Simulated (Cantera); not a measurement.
Low-pressure radical oxidation in H2/O2

An isothermal, constant-pressure homogeneous reactor starts with 0.464 % H2, 22.1 % O2, 77.4 % N2, at 998 K and 0.0290 bar.

Cantera simulation using GRI-Mech 3.0 (53 species, 325 reactions); the numbers are that mechanism's predictions, not measurements. Radical loss at walls, strong at low pressure, is not modelled.

```json
[
 {"t (s)": "4.00e-6", "x H2": "0.00464", "x O2": "0.221", "x OH": "<1e-12", "x NO": "<1e-12", "x O": "<1e-12"},
 {"t (s)": "1.94e-5", "x H2": "0.00464", "x O2": "0.221", "x OH": "<1e-12", "x NO": "<1e-12", "x O": "<1e-12"},
 {"t (s)": "9.43e-5", "x H2": "0.00464", "x O2": "0.221", "x OH": "<1e-12", "x NO": "<1e-12", "x O": "<1e-12"},
 {"t (s)": "0.000458", "x H2": "0.00464", "x O2": "0.221", "x OH": "4.15e-12", "x NO": "<1e-12", "x O": "5.12e-12"},
 {"t (s)": "0.00222", "x H2": "0.00464", "x O2": "0.221", "x OH": "5.33e-11", "x NO": "<1e-12", "x O": "9.55e-11"},
 {"t (s)": "0.0108", "x H2": "0.00464", "x O2": "0.221", "x OH": "5.22e-8", "x NO": "<1e-12", "x O": "1.04e-7"},
 {"t (s)": "0.0524", "x H2": "5.87e-5", "x O2": "0.219", "x OH": "0.000128", "x NO": "1.06e-8", "x O": "0.00107"},
 {"t (s)": "0.254", "x H2": "2.57e-6", "x O2": "0.219", "x OH": "2.72e-5", "x NO": "1.25e-8", "x O": "9.11e-5"},
 {"t (s)": "1.24", "x H2": "1.23e-7", "x O2": "0.219", "x OH": "6.46e-6", "x NO": "1.25e-8", "x O": "5.07e-6"},
 {"t (s)": "6.00", "x H2": "6.57e-9", "x O2": "0.219", "x OH": "1.79e-6", "x NO": "1.25e-8", "x O": "3.76e-7"}
]
```
x: mole fraction; the columns are a selection and need not sum to one.

Equilibrium at this temperature and pressure: H2 4.84e-12, O2 0.219, OH 5.86e-8, NO 3.12e-5, O 4.10e-10 (gas phase only).
